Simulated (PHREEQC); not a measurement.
A PHREEQC input (ion-association model, phreeqc.dat):

```
SOLUTION 1
  temp 25
  units mg/L
  pH 6.64 charge
  pe 9.8
  Na 1.94
  K 0.926
  Ca 3.14
  Mg 0.258
  Cl 3.64
  S(6) 1.29 as SO4
  Alkalinity 9.37 as HCO3
  Pb 0.0158
END
USE solution 1
EQUILIBRIUM_PHASES 1
  CO2(g) -3.4 10
END
```

It stops with these messages:

```
ERROR: pH adustment cannot attain charge balance when alkalinity is fixed.
ERROR: Program terminating due to input errors.
```

The fault: pH asked from the charge balance while alkalinity is fixed. The line should read `pH 6.64` where the input has `pH 6.64 charge`. With the mend the run ends at pH 7.39 and ionic strength 0.000386 mol/kgw.
